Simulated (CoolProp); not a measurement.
Vapour-liquid equilibrium of CH2F2 (R32) (1) + R1234yf (2) at -100.65 °C; x and y are mole fractions of (1).

Computed with CoolProp (multi-fluid Helmholtz-energy mixture model, Tillner-Roth 1997 and Lemmon 2022; pair parameters Bell 2023).

```csv
x,"bubble pressure, mixture model (MPa)","bubble pressure, Raoult's law (MPa)","y, mixture model","y, Raoult's law"
0.05,0.001224,0.001034,0.301,0.174
0.125,0.001679,0.001236,0.529,0.363
0.2,0.002077,0.001439,0.648,0.500
0.275,0.002409,0.001641,0.719,0.603
0.35,0.002675,0.001843,0.765,0.683
0.425,0.002882,0.002045,0.797,0.747
0.5,0.003041,0.002247,0.821,0.800
0.575,0.003164,0.002450,0.840,0.844
0.65,0.003264,0.002652,0.857,0.881
0.725,0.003351,0.002854,0.874,0.913
0.8,0.003431,0.003056,0.894,0.941
0.875,0.003507,0.003258,0.921,0.965
0.95,0.003570,0.003460,0.961,0.987
```

The largest gap from Raoult's law is +46.8 % in bubble pressure, at x = 0.275. No azeotrope shows between x = 0.05 and 0.95.

Pair parameters are fitted to limited data, so mixtures are less certain than the pure fluids.
